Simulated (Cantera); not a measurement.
Charge: 1 mol SiH2Cl2, a varied amount of NH3, at 1.33 mbar.

Cantera equilibrium calculation (NASA polynomials, part measured and part estimated; ideal gas, pure solids and liquids). Candidate condensed phases: NH4Cl, Si, Si3N4; 28 gas species. Mutual solubility and eutectic melting of coexisting phases are not modelled. The tables' values for SiCl3 are old estimates. Kinetics and transport are ignored.

Q: What condenses at these points (T in K, n(NH3) in mol): (1450, 12); (1600, 9.6); (1250, 18); (1650, 16); (1250, 11); (1250, 4.2)?

A: 
| T (K) | n(NH3) in mol | condensed phases | Si condensed (%) |
|---|---|---|---|
| 1450 | 12 | Si3N4 | 91.2 |
| 1600 | 9.6 | Si + Si3N4 | 62.7 |
| 1250 | 18 | Si3N4 | 99.8 |
| 1650 | 16 | Si | 69.7 |
| 1250 | 11 | Si3N4 | 99.6 |
| 1250 | 4.2 | Si3N4 | 98.5 |
